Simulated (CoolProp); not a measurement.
Aqueous methanol as a coolant, at 28 °C, 1 atm.

The numbers come from the Melinder's fits for secondary coolants in CoolProp.

```tsv
mass %	freezing point (°C)	Prandtl number	conductivity (W/(m K))	cp (kJ/(kg K))	density (kg/m³)
3.6	-2.1	6.49	0.588	4.186	989.9
9.3	-6.0	7.88	0.553	4.184	980.4
15	-10.6	9.35	[?]	[?]	971.5
20.7	[?]	[?]	0.488	[?]	962.6
26.4	-21.6	12.2	0.457	4.051	953.5
32.1	-28.2	13.4	[?]	3.982	943.9
37.8	-35.6	14.2	0.400	3.896	933.8
43.5	-43.9	14.7	[?]	3.787	923.2
```

Q: What belongs in the gaps?

A: 
- 15, conductivity (W/(m K)): 0.520
- 15, cp (kJ/(kg K)): 4.152
- 20.7, freezing point (°C): -15.8
- 20.7, Prandtl number: 10.8
- 20.7, cp (kJ/(kg K)): 4.106
- 32.1, conductivity (W/(m K)): 0.428
- 43.5, conductivity (W/(m K)): 0.374
